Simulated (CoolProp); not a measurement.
Vapour-liquid equilibrium of toluene (1) + ethylbenzene (2) at 572 kPa; x and y are mole fractions of (1).

Values from CoolProp's multi-fluid Helmholtz-energy mixture model, Lemmon 2006 and Zhou 2012; pair parameters Bell 2016.

```json
[
 {"x": "0.05", "bubble temperature, mixture model (°C)": "213.2", "bubble temperature, Raoult's law (°C)": "213.2", "y, mixture model": "0.076", "y, Raoult's law": "0.082"},
 {"x": "0.2", "bubble temperature, mixture model (°C)": "208.1", "bubble temperature, Raoult's law (°C)": "207.8", "y, mixture model": "0.280", "y, Raoult's law": "0.300"},
 {"x": "0.35", "bubble temperature, mixture model (°C)": "203.5", "bubble temperature, Raoult's law (°C)": "202.8", "y, mixture model": "0.455", "y, Raoult's law": "0.482"},
 {"x": "0.5", "bubble temperature, mixture model (°C)": "199.1", "bubble temperature, Raoult's law (°C)": "198.2", "y, mixture model": "0.610", "y, Raoult's law": "0.635"},
 {"x": "0.65", "bubble temperature, mixture model (°C)": "194.8", "bubble temperature, Raoult's law (°C)": "194.0", "y, mixture model": "0.747", "y, Raoult's law": "0.765"},
 {"x": "0.8", "bubble temperature, mixture model (°C)": "190.6", "bubble temperature, Raoult's law (°C)": "190.1", "y, mixture model": "0.868", "y, Raoult's law": "0.876"},
 {"x": "0.95", "bubble temperature, mixture model (°C)": "186.6", "bubble temperature, Raoult's law (°C)": "186.4", "y, mixture model": "0.970", "y, Raoult's law": "0.971"}
]
```

The largest gap from Raoult's law is +0.9 K in bubble temperature, at x = 0.5. No azeotrope shows between x = 0.05 and 0.95.

The pair parameters rest on a limited set of measurements; away from them the model extrapolates.
